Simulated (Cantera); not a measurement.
A freely propagating, adiabatic, planar premixed flame of H₂ : O₂ : N₂ : H₂O = 1 : 0.758 : 2.85 : 0.1 (molar parts), equivalence ratio 0.66, unburnt at 650 K and 2.80 bar; mixture-averaged transport, grid criteria slope 0.08 and curve 0.16, no radiation.

Computed with Cantera and the H2/O2 subset of GRI-Mech 3.0, which has no nitrogen chemistry. The hydrogen kinetics of GRI-Mech 3.0 are dated; newer H2 mechanisms differ, most at raised pressure. Burning velocities carry a grid error of a few per cent, more on coarse grids. Lean hydrogen flames are cellular in practice and burn faster than this planar one.

### Question
What does this change do: inlet temperature 650 to 675 K?

### Answer
```
quantity                    before     after
------------------------  --------  --------
laminar burning velocity  478 cm/s  534 cm/s
thermal thickness         0.119 mm  0.120 mm
peak x(H)                   0.0153    0.0164
peak x(O)                  0.00885   0.00937
peak x(OH)                  0.0132    0.0137
```

### Question
What does this change do: H2 1 to 0.78 parts?

### Answer
| quantity | before | after |
|---|---|---|
| laminar burning velocity | 478 cm/s | 262 cm/s |
| thermal thickness | 0.119 mm | 0.125 mm |
| peak x(H) | 0.0153 | 0.00575 |
| peak x(O) | 0.00885 | 0.00519 |
| peak x(OH) | 0.0132 | 0.00764 |

### Question
What does this change do: inlet temperature 650 to 550 K?

### Answer
```json
[
 {"quantity": "laminar burning velocity", "before": "478 cm/s", "after": "291 cm/s"},
 {"quantity": "thermal thickness", "before": "0.119 mm", "after": "0.114 mm"},
 {"quantity": "peak x(H)", "before": "0.0153", "after": "0.0108"},
 {"quantity": "peak x(O)", "before": "0.00885", "after": "0.00678"},
 {"quantity": "peak x(OH)", "before": "0.0132", "after": "0.0110"}
]
```
